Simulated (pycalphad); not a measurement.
Source of the numbers: pycalphad with the COST 507 light-alloy database (1999); pressure 1 atm. These are 1990s assessments: newer ones move some temperatures and phases. Amounts are mole fractions of atoms.

Problem. Give the equilibrium state of Hf-38.25C (wt.%) at 2650 K.

Solution. graphite, fraction 0.805, with 100 C wt.%; fcc, fraction 0.195, with 6.3 C wt.%.

The fcc model also describes the rock-salt carbide or nitride (TiC, TiN, HfC).
